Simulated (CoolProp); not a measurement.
The numbers come from the reference Helmholtz-energy equation of state, de Reuck 1993 in CoolProp.

Question: Give the vapour pressure (MPa), liquid density (kg/m³), vapour Z, surface tension (mN/m) of saturated methanol at 310.9 K.

Answer: 
```csv
T (K),p (MPa),liquid density (kg/m³),vapour Z,surface tension (mN/m)
310.9,0.0320,774,0.968,21.1
```

Surface tension comes from a separate correlation (Mulero 2012).
